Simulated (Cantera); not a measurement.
A perfectly stirred reactor is fed with 7.02 % CO, 9.13 % H2, 2.04 % CH4, 13.5 % O2, 50.8 % N2, 17.6 % H2O, equivalence ratio 0.90, at 1800 Torr; it is adiabatic with a 725 K inlet, and is followed from long to short residence time, starting on the burning branch (τ in s: 0.067, 0.024, 0.009, 0.0033, 0.0012, 0.00044, 0.00016, 5.9e-05, 2.2e-05).

Model: GRI-Mech 3.0 (53 species, 325 reactions), integrated in Cantera.

**Question.** Predict: blow-out, bracketed by the residence times tried; x(CO) at τ = 67.0 ms; x(H2) at τ = 67.0 ms; x(CH4) at τ = 67.0 ms; x(CH2O) at τ = 67.0 ms; x(CO2) at τ = 67.0 ms; x(CO) at τ = 1.20 ms; x(H2) at τ = 1.20 ms; x(CH4) at τ = 1.20 ms; x(CH2O) at τ = 1.20 ms; x(CO2) at τ = 1.20 ms.

**Answer.** 
```json
{
  "blow_out_bracketed_by_the_residence_times_tried": "burning at 22.0 µs, the shortest tried",
  "x(CO) at τ = 67.0 ms": "0.00388",
  "x(H2) at τ = 67.0 ms": "0.00250",
  "x(CH4) at τ = 67.0 ms": "6.15e-7",
  "x(CH2O) at τ = 67.0 ms": "9.92e-8",
  "x(CO2) at τ = 67.0 ms": "0.0942",
  "x(CO) at τ = 1.20 ms": "0.0105",
  "x(H2) at τ = 1.20 ms": "0.00671",
  "x(CH4) at τ = 1.20 ms": "1.61e-5",
  "x(CH2O) at τ = 1.20 ms": "2.65e-6",
  "x(CO2) at τ = 1.20 ms": "0.0869"
}
```
